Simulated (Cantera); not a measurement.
Input: 1 mol NH3, 0.068 mol H2O, 0.007 mol SO2, at 2225 K.

Method: chemical equilibrium by Gibbs-energy minimisation in Cantera with the NASA 1993 tables (ideal gas, pure condensed phases). Candidate condensed phases: H2O, H2SO4, S; 35 gas species. The ideal-gas law is rough above about 30 bar. Equilibrium is a limit: real reactors are often held back by kinetics, nucleation or transport.

log p: log10 of the partial pressure in bar; nothing condenses.

```
P (Pa)    log p H2  log p H  log p N2  log p H2O  log p OH
--------  --------  -------  --------  ---------  --------
10           -4.42    -4.40     -4.72      -5.62     -6.43
65           -3.44    -3.91     -3.85      -4.67     -5.98
420          -2.57    -3.47     -3.01      -3.81     -5.56
2700         -1.73    -3.05     -2.19      -2.99     -5.15
17000        -0.92    -2.65     -1.39      -2.18     -4.74
110000       -0.11    -2.24     -0.58      -1.36     -4.34
720000         ___      ___       ___        ___       ___
4700000        ___      ___       ___        ___       ___
30000000      2.33    -1.02      1.86       1.08     -3.12
```

Q: Some entries are withheld; supply them.

A: 
- 720000, log p H2: 0.71
- 720000, log p H: -1.83
- 720000, log p N2: 0.24
- 720000, log p H2O: -0.55
- 720000, log p OH: -3.93
- 4700000, log p H2: 1.53
- 4700000, log p H: -1.43
- 4700000, log p N2: 1.06
- 4700000, log p H2O: 0.27
- 4700000, log p OH: -3.52
